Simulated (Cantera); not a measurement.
A closed system holds: 1 mol Al2O3, 8.3 mol H2, held at 1.30 mbar.

Equilibrium computed with Cantera from the NASA thermochemical tables; the gas is ideal and each condensed phase is pure. Candidate condensed phases: Al, Al2O3, H2O; 41 gas species. Ions and electrons are included (thermal ionisation). Kinetics and transport are ignored. All values below are at 3750 K.

Base state: H 0.762, O 0.138, Al 0.0842, Al+ 0.00758, e- 0.00758, H2 0.000751, OH 0.000237, AlO 0.000191 (mole fractions); condensed: gas only.

Question: What changes in the equilibrium state with this change: Al2O3 replaced by Si3N4?

Answer: 
| species | before | after |
|---|---|---|
| H | 0.762 | 0.765 |
| Si | 0 | 0.138 |
| N2 | 0 | 0.0895 |
| O | 0.138 | 0 |
| Al | 0.0842 | 0 |
| Al+ | 0.00758 | 0 |
| N | 0 | 0.00557 |
| Si+ | 0 | 0.000648 |
| OH | 0.000237 | 0 |
The tables' values for SiN are old estimates; treat these amounts as uncertain. Further candidate phases: Si, Si3N4.
